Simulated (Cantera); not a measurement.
Charge: 1 mol FeS, 2.2 mol H₂S, 1.9 mol O₂, 0.96 mol SO₂, equilibrated at 650 °C and 35.0 mbar.

These are equilibrium values from Cantera (NASA tables, ideal gas, pure condensed phases), not measurements of a reactor. FeS: taken at fixed stoichiometry. Gases not in the tables: S₃ to S₇. The numbers say what is thermodynamically allowed, not how fast it happens.

```json
[
 {"species": "H₂O", "before": "0.442", "after": "0.437"},
 {"species": "SO₂", "before": "0.396", "after": "0.399"},
 {"species": "S₂", "before": "0.124", "after": "0.119"},
 {"species": "H₂S", "before": "0.0326", "after": "0.0386"},
 {"species": "H₂", "before": "0.00148", "after": "0.00117"},
 {"species": "SO", "before": "1.68e-5", "after": "1.36e-5"},
 {"species": "S₂O", "before": "0.00345", "after": "0.00415"},
 {"species": "FeS(s), mol", "before": "1.00", "after": "1.00"}
]
```
Gas species are given as mole fractions.

**Question.** Name the change that produced these shifts.
(A) temperature from 650 °C to 352 °C
(B) pressure from 35.0 mbar to 0.400 bar
(C) O₂ from 1.9 to 3.4 mol
(D) pressure from 35.0 mbar to 81.0 mbar

**Answer.** D, pressure from 35.0 mbar to 81.0 mbar
